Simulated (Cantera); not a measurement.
What does this Cantera script print?

```python
import numpy as np
import cantera as ct

gas = ct.Solution("gri30.yaml")
gas.TPX = 1400, 100000, {'CH4': 1, 'CO': 0.79, 'O2': 1.2, 'N2': 4.5}
reactor = ct.IdealGasReactor(gas, energy="on", clone=False)
net = ct.ReactorNet([reactor])
net.rtol, net.atol = 1e-08, 1e-16
show = ['CH4', 'CO', 'O2', 'H2', 'H2O', 'H2O2']
times = np.geomspace(3e-06, 2, 14)

steps = ct.SolutionArray(gas, extra=["t"])
rows = []
print(f"{'t/s':>10s}{'T/K':>9s}{'P/Pa':>11s}" + "".join(f"{s:>11s}" for s in show))
for t in times:
    while net.time < t:
        t_next = net.step()
        steps.append(gas.state, t=t_next)
    rows.append([np.interp(t, steps.t, y) for y in (steps.T, steps.P, *steps(*show).X.T)])
    print(f"{t:10.3e}{rows[-1][0]:9.1f}{rows[-1][1]:11.4g}" + "".join(f"{x:11.3e}" for x in rows[-1][2:]))
rate = np.gradient(steps.T, steps.t)
print("integrator steps:", len(steps.t))
if steps.T.max() > steps.T[0] + 200:
    print(f"time of steepest temperature rise: {steps.t[rate.argmax()]:.4e} s")
gas.TPX = 1400, 100000, {'CH4': 1, 'CO': 0.79, 'O2': 1.2, 'N2': 4.5}
gas.equilibrate("UV")
print(f"equilibrium (UV): T = {gas.T:.1f} K  " + "  ".join(f"{s} {gas[s].X[0]:.3e}" for s in show))
```

Output:

```
       t/s      T/K       P/Pa        CH4         CO         O2         H2        H2O       H2O2
 3.000e-06   1400.0      1e+05  1.335e-01  1.055e-01  1.602e-01  1.145e-08  3.678e-08  4.568e-10
 8.416e-06   1400.0      1e+05  1.335e-01  1.055e-01  1.602e-01  3.831e-08  1.392e-07  3.022e-09
 2.361e-05   1400.0      1e+05  1.335e-01  1.055e-01  1.602e-01  1.288e-07  5.519e-07  1.501e-08
 6.624e-05   1400.0      1e+05  1.335e-01  1.055e-01  1.602e-01  5.009e-07  2.502e-06  4.020e-08
 1.858e-04   1400.0      1e+05  1.335e-01  1.055e-01  1.602e-01  2.516e-06  1.250e-05  5.247e-08
 5.213e-04   1400.4      1e+05  1.334e-01  1.055e-01  1.601e-01  1.776e-05  7.528e-05  7.441e-08
 1.462e-03   1403.6  1.003e+05  1.328e-01  1.054e-01  1.598e-01  1.289e-04  4.564e-04  1.953e-07
 4.103e-03   1434.3  1.025e+05  1.280e-01  1.057e-01  1.564e-01  1.465e-03  4.023e-03  1.108e-06
 1.151e-02   2764.2  2.211e+05  8.714e-12  1.805e-01  2.571e-04  1.013e-01  1.267e-01  3.563e-08
 3.229e-02   2764.2  2.211e+05  8.714e-12  1.805e-01  2.571e-04  1.013e-01  1.267e-01  3.563e-08
 9.058e-02   2764.2  2.211e+05  8.714e-12  1.805e-01  2.571e-04  1.013e-01  1.267e-01  3.563e-08
 2.541e-01   2764.2  2.211e+05  8.714e-12  1.805e-01  2.571e-04  1.013e-01  1.267e-01  3.563e-08
 7.129e-01   2764.2  2.211e+05  8.714e-12  1.805e-01  2.571e-04  1.013e-01  1.267e-01  3.563e-08
 2.000e+00   2764.2  2.211e+05  8.714e-12  1.805e-01  2.571e-04  1.013e-01  1.267e-01  3.563e-08
integrator steps: 2083
time of steepest temperature rise: 5.6437e-03 s
equilibrium (UV): T = 2764.2 K  CH4 9.880e-12  CO 1.805e-01  O2 2.571e-04  H2 1.013e-01  H2O 1.267e-01  H2O2 3.563e-08
```

Computed with Cantera and GRI-Mech 3.0 (53 species, 325 reactions).
